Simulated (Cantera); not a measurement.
Thermodynamics of silicon nitride deposition, feed SiH2Cl2 + N2 + H2

Feed: 1 mol SiH2Cl2, 1.6 mol N2, 13 mol H2, equilibrated at 0.000850 bar.

Method: chemical equilibrium by Gibbs-energy minimisation in Cantera with the NASA 1993 tables (ideal gas, pure condensed phases). Candidate condensed phases: NH4Cl, Si, Si3N4; 28 gas species. N2 is the only nitrogen source here; it is nearly inert below about 1500 K, so the nitride shown seldom forms there in practice. The tables' values for SiCl, SiCl3, SiN are old estimates; treat these amounts as uncertain. Gases not in the tables: Si2H6 and higher silanes. Kinetics and transport are ignored.

| T (K) | x H2 | x HCl | x N2 | x SiCl2 | x H | n Si3N4(s) | n Si(s) | n Si(l) |
|---|---|---|---|---|---|---|---|---|
| 1000 | 0.816 | 0.125 | 0.0586 | 1.55e-6 | 7.03e-8 | 0.333 | 0 | 0 |
| 1100 | 0.816 | 0.125 | 0.0586 | 2.82e-5 | 8.01e-7 | 0.333 | 0 | 0 |
| 1200 | 0.816 | 0.125 | 0.0588 | 0.000309 | 6.12e-6 | 0.331 | 0 | 0 |
| 1300 | 0.817 | 0.121 | 0.0600 | 0.00217 | 3.43e-5 | 0.321 | 0 | 0 |
| 1400 | 0.820 | 0.106 | 0.0643 | 0.00902 | 0.000151 | 0.284 | 0 | 0 |
| 1500 | 0.825 | 0.0806 | 0.0720 | 0.0213 | 0.000549 | 0.218 | 0 | 0 |
| 1600 | 0.805 | 0.0736 | 0.0963 | 0.0232 | 0.00167 | 0 | 0.610 | 0 |
| 1700 | 0.802 | 0.0724 | 0.0961 | 0.0234 | 0.00453 | 0 | 0 | 0.589 |
| 1800 | 0.792 | 0.0744 | 0.0954 | 0.0216 | 0.0109 | 0 | 0 | 0.557 |
x: gas mole fraction; n: condensed amount in mol.

From 1000 K to 1500 K the condensed part is Si3N4(s). At 1600 K the condensed part is Si(s). From 1700 K to 1800 K the condensed part is Si(l). The main Si-bearing gas is SiCl4 at 1000 K and SiCl2 at 1800 K.
